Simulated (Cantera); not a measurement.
A closed system holds: 1 mol SiCl4, 7.3 mol O3, 12 mol N2, held at 0.140 bar.

Equilibrium computed with Cantera from the NASA thermochemical tables; the gas is ideal and each condensed phase is pure. Candidate condensed phases: Si, SiO2, Si2N2O, Si3N4; 23 gas species. Kinetics and transport are ignored. All values below are at 1023 K.

Base state: N2 0.501, O2 0.415, Cl2 0.0833, Cl 0.000419, NO 4.49e-5 (mole fractions); condensed: SiO2(β-quartz).

### Question
What changes in the equilibrium state with this change: pressure from 0.140 bar to 22.0 mbar?

### Answer
```
species                before    after
-------------------  --------  -------
N2                      0.501    0.501
O2                      0.415    0.415
Cl2                    0.0833   0.0829
Cl                   0.000419  0.00106
NO                    4.49e-5  4.49e-5
SiO2(β-quartz), mol      1.00     1.00
```

### Question
What changes in the equilibrium state with this change: O3 from 7.3 to 2.3 mol?

### Answer
```tsv
species	before	after
N2	0.501	0.729
O2	0.415	0.149
Cl2	0.0833	0.121
NO	4.49e-5	3.24e-5
Cl	0.000419	0.000506
SiO2(β-quartz), mol	1.00	1.00
```
